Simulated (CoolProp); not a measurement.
Normal hydrogen at 420.2 K and 0.227 MPa is compressed adiabatically to 0.865 MPa with isentropic efficiency 0.6. Each further row changes one setting.

Computed with CoolProp (reference Helmholtz-energy equation of state, Leachman 2009).

| case | work (kJ/kg) | final temperature (K) | final density (kg/m³) |
|---|---|---|---|
| as stated | 4710 | 743.5 | 0.281 |
| efficiency 1 | 2830 | 614.5 | 0.340 |
| efficiency 0.65 | 4350 | 718.8 | 0.291 |
